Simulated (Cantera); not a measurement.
# Stirred combustor or abatement burner

A perfectly stirred reactor is fed with 6.30 % CH₄, 2.52 % CO, 18.0 % O₂, 67.4 % N₂, 5.73 % H₂O, at 0.330 bar; it is adiabatic with a 550 K inlet, and is followed from long to short residence time, starting on the burning branch (τ in s: 0.058, 0.026, 0.012, 0.0052, 0.0023, 0.001, 0.00046, 0.0002, 9.1e-05, 4e-05, 1.8e-05).

Model: GRI-Mech 3.0 (53 species, 325 reactions), integrated in Cantera.

```
τ (s)    T (K)     x CH₄     x CO    x O₂    x C₂H₄    x C₂H₂
-------  -----  --------  -------  ------  --------  --------
0.058     2013   9.19e-6  0.00461  0.0434  5.36e-10  4.42e-10
0.026     1982   1.59e-5  0.00662  0.0444   1.14e-9  7.92e-10
0.012     1940   2.74e-5  0.00912  0.0458   2.35e-9   1.38e-9
0.0052    1884   5.14e-5   0.0123  0.0477   5.52e-9   2.71e-9
0.0023    1818  0.000101   0.0159  0.0501   1.46e-8   6.11e-9
0.0010    1742  0.000218   0.0204  0.0533   4.90e-8   1.75e-8
0.00046   1663  0.000513   0.0272  0.0581   2.08e-7   6.36e-8
0.00020   1540   0.00213   0.0437  0.0716   3.06e-6   6.88e-7
9.1e-5     550    0.0630   0.0252   0.180    <1e-12    <1e-12
4.0e-5     550    0.0630   0.0252   0.180    <1e-12    <1e-12
1.8e-5     550    0.0630   0.0252   0.180    <1e-12    <1e-12
```
x: mole fraction; the columns are a selection and need not sum to one.
